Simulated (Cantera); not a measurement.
# Reactions in the system Al-F-N

Source: NASA polynomial tables (part measured, part estimated), evaluated in Cantera. Values are per mole of reaction as written; species without (g) are pure solids or liquids, kept so even where they would boil at 1 bar.

2 AlN + 6 F(g) ⇌ 2 AlF3(g) + N2(g)

```
T (K)  ΔH° (kJ)  ΔS° (J/K)  ΔG° (kJ)  log10 K
-----  --------  ---------  --------  -------
300     -2259.1     -248.1   -2184.7   380.38
1098    -2288.3     -297.4   -1961.7    93.32
1198    -2291.4     -300.2   -1931.8    84.23
1298    -2294.5     -302.6   -1901.7    76.53
1398    -2297.5     -304.9   -1871.3    69.92
1498    -2300.5     -306.9   -1840.7    64.18
```
